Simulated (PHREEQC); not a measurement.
Dissolve 0.0015 mol/kgw MnSO4 at 50 °C. Closed to the air; pH follows from the charge balance.

Equilibrium calculation in PHREEQC: ion-association model, wateq4f.dat.

Precipitation was switched off in this run.

Problem. Estimate the pH, ionic strength.

Solution. pH 6.37; ionic strength 0.00505 mol/kgw.

Problem. In which forms is Mn present?

Solution. Mn+2 84 %, MnSO4 16 % of the Mn.

Constants without temperature data keep their 25 °C values here.
